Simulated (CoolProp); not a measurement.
Properties of normal hydrogen at several states (Tc = 33.1 K, pc = 1.296 MPa, ω = -0.219).

Computed with CoolProp (reference Helmholtz-energy equation of state, Leachman 2009).

```
T (K)  p (MPa)          phase  density (kg/m³)  cv (kJ/(kg K))  speed of sound (m/s)  viscosity (µPa s)  Prandtl number
-----  -------  -------------  ---------------  --------------  --------------------  -----------------  --------------
700     0.0117            gas         0.004052           10.49                  2006               16.1           0.680
917.1     1.75  supercritical           0.4609           10.74                  2296               19.5           0.674
191.5     4.44  supercritical            5.450           9.340                  1112               6.65           0.680
```

Viscosity comes from a separate model (Muzny 2013). Thermal conductivity comes from a separate model (Assael 2011).
